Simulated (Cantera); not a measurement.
What does this Cantera script print?

```python
import numpy as np
import cantera as ct

gas_names = """
    H HNO HNO2 HNO3 HO2 H2 H2O H2O2 N NH NH2 NH3 NH2OH NO NO2 NO3 N2 N2H2 N2H4 N2O O OH O2 O3 V VN VO
    VO2
""".split()
cond_names = """
    H2O(s) H2O(L) V(cr) V(L) VN(s) VO(s) VO(L) V2O3(s) V2O3(L) V2O4(I) V2O4(II) V2O4(L) V2O5(s) V2O5(L)
""".split()


# ... load() reads the species with a 1 bar reference pressure and builds the phases ...
atoms = {
    'V': {'V': 1},
    'N2O': {'N': 2, 'O': 1},
    'N2': {'N': 2},
    'H2O': {'H': 2, 'O': 1},
}
top_T = {'VN(s)': 2300}  # K; cautious upper limits of use, not melting points


# ... equilibrate(T, P, feed) seeds the gas with the atoms and calls Mixture.equilibrate('TP', solver="vcs", rtol=1e-11, max_steps=5000) ...
results = []
feed = {'V': 1, 'N2O': 6.3, 'N2': 3.5, 'H2O': 0.016}  # mol
T = 1025  # K
for P in [0.1, 1, 10, 100, 1000, 10000, 100000, 1000000]:
    mix = equilibrate(T, P, feed)
    results.append((T, P, feed, dict(zip(mix.species_names, mix.species_moles))))

top = {s: max(r[3][s] / sum(r[3][g] for g in gas_names) for r in results) for s in gas_names}
cols = sorted((s for s in top if top[s] > 1e-05), key=lambda s: -top[s])[:6]
seen = [c for c in cond_names if any(r[3].get(c, 0) > 1e-12 for r in results)]
print("log10 of partial pressures in bar; condensed amounts in mol")
print(f"{'P/Pa':>10s}" + "".join(f"{s[:9]:>10s}" for s in cols + seen))
for T, P, feed, n in results:
    ng = sum(n[g] for g in gas_names)
    print(f"{P:10.4g}" + "".join(f"{np.log10(max(n[s] / ng * P / 1e5, 1e-99)):10.3f}" for s in cols)
          + "".join(f"{n.get(c, 0):10.4g}" for c in seen))
```

It prints:

```
log10 of partial pressures in bar; condensed amounts in mol
      P/Pa        N2        O2       H2O        NO  V2O4(II)   V2O5(L)
       0.1    -6.087    -6.746    -8.874   -10.414       0.5         0
         1    -5.087    -5.746    -7.874    -9.414       0.5         0
        10    -4.087    -4.746    -6.874    -8.414       0.5         0
       100    -3.087    -3.746    -5.874    -7.414       0.5         0
      1000    -2.078    -2.790    -4.865    -6.431         0       0.5
     1e+04    -1.078    -1.790    -3.865    -5.431         0       0.5
     1e+05    -0.078    -0.790    -2.865    -4.431         0       0.5
     1e+06     0.922     0.210    -1.865    -3.431         0       0.5
```

Method: chemical equilibrium by Gibbs-energy minimisation in Cantera with the NASA 1993 tables (ideal gas, pure condensed phases). Condensed phases not in the tables: the oxides between V2O3 and V2O5 other than VO2. Gases not in the tables: V4O10.
